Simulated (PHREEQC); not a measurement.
Solution (25 °C): 2.4 mmol/kgw HF, 1.8 mmol/kgw KF, 140 mmol/kgw H2SiF6 and 31 mmol/kgw HCl. Closed to the air; pH follows from the charge balance.

Model: ion-association model, phreeqc.dat, run in PHREEQC.

Each row changes one thing in this solution. This is a speciation only: nothing precipitates in the calculation.

```tsv
case	pH	ionic strength (mol/kgw)	HF (mol/kgw)	H4SiO4 (mol/kgw)	F- (mol/kgw)	HF2- (mol/kgw)	SI of SiO2(a) (SiO2)
as made	0.63	0.447	0.0127	0.00143	6.23e-5	2.96e-6	-0.08
temperature from 25 to 55 °C	0.64	0.439	0.0282	0.00401	8.17e-5	9.76e-6	+0.14
HF from 0.0024 to 0.00264 mol/kgw	0.63	0.447	0.0128	0.00140	6.25e-5	2.98e-6	-0.09
diluted 2-fold with water	0.92	0.222	0.0101	0.00136	8.45e-5	3.26e-6	…
HF from 0.0024 to 0.00024 mol/kgw	0.63	0.446	0.0123	0.00173	6.04e-5	…	+0.00
```

**Question.** Some entries are withheld; supply them.

**Answer.** 
- diluted 2-fold with water, SI of SiO2(a) (SiO2): -0.13
- HF from 0.0024 to 0.00024 mol/kgw, HF2- (mol/kgw): 2.78e-6

Complexes and solids missing from the database can't appear. Some of these states are supersaturated (in Quartz (slow to form), Chalcedony (slow to form), SiO2(a), for instance). Away from 25 °C the constants follow the database's enthalpies or fits; those with neither stay at their 25 °C values. SiF6-2 is the database's only silicon fluoride.
